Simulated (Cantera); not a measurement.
## Equilibrium for silicon nitride deposition: trisilylamine + N2

Input: 1 mol trisilylamine, 23 mol N2, held at 4.50 mbar.

Equilibrium computed with Cantera from the NASA thermochemical tables; the gas is ideal and each condensed phase is pure. Candidate condensed phases: Si, Si3N4; 18 gas species. The feed counts by its element totals alone. The tables' values for SiN are old estimates; treat these amounts as uncertain. Gases not in the tables: Si2H6 and higher silanes. Rates play no part.

```csv
T (°C),log p N2,log p H2,log p Si,log p H,log p Si2N,log p SiH,n Si3N4(s),n Si(l)
1225,-2.43,-3.11,-9.27,-6.32,-11.47,-10.32,1.000,0
1325,-2.43,-3.11,-7.77,-5.83,-9.56,-8.98,1.000,0
1425,-2.43,-3.11,-6.44,-5.39,-7.88,-7.81,0.999,0
1525,-2.42,-3.14,-5.51,-5.03,-6.87,-7.02,0,2.98
1625,-2.43,-3.15,-4.91,-4.68,-6.43,-6.54,0,2.91
1725,-2.43,-3.16,-4.37,-4.37,-6.05,-6.12,0,2.70
1825,-2.44,-3.18,-3.88,-4.10,-5.71,-5.74,0,2.08
```
log p: log10 of the partial pressure in bar; n: condensed amount in mol.

From 1225 °C to 1425 °C the condensed part is Si3N4(s). From 1525 °C to 1825 °C the condensed part is Si(l). The main Si-bearing gas is Si throughout.
